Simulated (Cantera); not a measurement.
# Ammonia decomposition in nitride growth gas

A perfectly stirred reactor is fed with 87.0 % NH3, 13.0 % H2, at 0.0170 bar; it is held at 2250 K, and followed from long to short residence time.

Computed with Cantera and the gas-phase N/H chemistry of the illustrative SiF4/NH3 mechanism in the Surface Chemkin manual (1991). Walls and surfaces, which speed up NH3 decomposition in real reactors, are not modelled.

```tsv
τ (s)	x NH3	x H2	x NH2	x N2	x N2H4
8.5	0.00590	0.758	0.000140	0.230	2.58e-11
3.9	0.0187	0.750	0.000280	0.227	1.02e-10
1.8	0.0438	0.733	0.000486	0.220	3.10e-10
0.80	0.0940	0.696	0.000816	0.207	8.71e-10
0.36	0.182	0.632	0.00129	0.183	2.17e-9
0.16	0.322	0.530	0.00192	0.146	4.81e-9
0.075	0.483	0.411	0.00255	0.102	8.56e-9
0.034	0.640	0.296	0.00314	0.0600	1.29e-8
0.015	0.753	0.213	0.00353	0.0296	1.64e-8
0.0070	0.813	0.169	0.00366	0.0135	1.75e-8
0.0032	0.845	0.146	0.00349	0.00519	1.60e-8
```
x: mole fraction; the columns are a selection and need not sum to one.
